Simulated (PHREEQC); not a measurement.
PHREEQC input (ion-association model, phreeqc.dat):

```
SOLUTION_SPECIES
  CO3-2 + 10 H+ + 8 e- = CH4 + 3 H2O  # shut off: no methane
    -log_k -100
    -delta_h 0
    -analytic -100
SOLUTION 1
  temp 25
  units mol/kgw
  pH 7 charge
  C(4) 0.15
  Na 0.3
END
SELECTED_OUTPUT 1
  -reset false
  -pH true
  -pe true
  -ionic_strength true
  -water true
  -totals C Na C(-4) C(4) Hdg Ntg
  -molalities H+ Na+ CO3-2 OH- HCO3- CO2 (CO2)2 NaOH NaCO3- NaHCO3
USER_PUNCH 1
  -headings p_Hdg(g) phi_Hdg(g) p_Ntg(g) phi_Ntg(g) p_H2O(g) phi_H2O(g) density
  10 PUNCH PR_P("Hdg(g)"), PR_PHI("Hdg(g)"), PR_P("Ntg(g)"), PR_PHI("Ntg(g)"), PR_P("H2O(g)"), PR_PHI("H2O(g)"), RHO
PRINT
  -reset false
USE solution 1
REACTION_TEMPERATURE 1
  100
GAS_PHASE 1
  -fixed_pressure
  -pressure 2
  -temperature 100
  -volume 20
  Hdg(g) 1.38
  Ntg(g) 0.62
  H2O(g) 0
END
# ... the last block is repeated for the other 12 points of P (atm)
```

Selected output (columns that matter, 13 of 13 rows; P (atm) added in front):

```
P (atm)	pH	mu	C	Na	Hdg	Ntg	m_H+	p_Hdg(g)	phi_Hdg(g)	p_Ntg(g)	phi_Ntg(g)	p_H2O(g)	phi_H2O(g)	density
2	9.8602	0.17553	0.1536	0.3072	0.00052813	0.0001372	1.7764e-10	0.69168	1.0036	0.31083	1.0042	0.99749	0.98612	0.97405
5	9.8589	0.17413	0.15226	0.30453	0.0020957	0.0005442	1.7809e-10	2.7546	1.0025	1.2381	1.0025	1.0073	0.9783	0.97402
10	9.8571	0.17391	0.15204	0.30407	0.0046949	0.001218	1.7882e-10	6.1946	1.0033	2.7843	1.0024	1.0211	0.96805	0.97417
20	9.8535	0.17387	0.15197	0.30395	0.0098435	0.0025489	1.8027e-10	13.075	1.0059	5.8771	1.0034	1.0477	0.94914	0.97451
30	9.8499	0.1739	0.15198	0.30397	0.014927	0.0038583	1.8173e-10	19.956	1.0088	8.9698	1.0047	1.0743	0.93121	0.97485
40	9.8463	0.17396	0.15201	0.30402	0.019946	0.0051469	1.832e-10	26.836	1.0118	12.063	1.0063	1.101	0.91409	0.9752
50	9.8428	0.17402	0.15204	0.30409	0.024903	0.0064157	1.8469e-10	33.717	1.0149	15.155	1.008	1.1279	0.89769	0.97555
75	9.8338	0.17418	0.15214	0.30427	0.037028	0.0095053	1.8845e-10	50.918	1.0229	22.887	1.0128	1.1957	0.85962	0.97641
100	9.8249	0.17434	0.15223	0.30447	0.048787	0.012486	1.9228e-10	68.118	1.0311	30.618	1.0186	1.2641	0.82532	0.97727
150	9.8072	0.17465	0.15243	0.30485	0.071271	0.018156	2.0018e-10	102.52	1.0486	46.08	1.0324	1.4026	0.76638	0.97899
200	9.7894	0.17494	0.15261	0.30522	0.092475	0.023489	2.0839e-10	136.92	1.0672	61.542	1.0492	1.5421	0.71809	0.98069
300	9.754	0.17547	0.15295	0.3059	0.13143	0.033328	2.2578e-10	205.71	1.1076	92.465	1.0904	1.8204	0.64536	0.98408
400	9.7187	0.1759	0.15325	0.30649	0.16633	0.042286	2.4455e-10	274.52	1.1521	123.39	1.1409	2.0933	0.59515	0.98743
```

Species that the database lacks are ignored. Away from 25 °C the constants follow the database's enthalpies or fits; those with neither stay at their 25 °C values.
